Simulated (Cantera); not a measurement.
Input: 1 mol Si, 2.4 mol Cl₂, 0.71 mol H₂, equilibrated at 1175 K and 563 Torr.

These are equilibrium values from Cantera (NASA tables, ideal gas, pure condensed phases), not measurements of a reactor. The tables' values for SiCl₃ are old estimates; treat these amounts as uncertain. The numbers say what is thermodynamically allowed, not how fast it happens.

```tsv
species	before	after
SiCl₄	0.468	0.407
HCl	0.384	0.342
H₂	0.142	0.242
SiH₂Cl₂	4.55e-6	1.45e-5
SiCl₂	4.49e-5	8.43e-5
SiHCl₃	0.00407	0.00680
SiCl₃	0.00147	0.00187
```
Gas species are given as mole fractions.

Question: Which change was made?
A. Cl₂ from 2.4 to 0.5 mol
B. temperature from 1175 K to 1023 K
C. H₂ from 0.71 to 1 mol
D. Si replaced by SiCl₄

Answer: C, H₂ from 0.71 to 1 mol
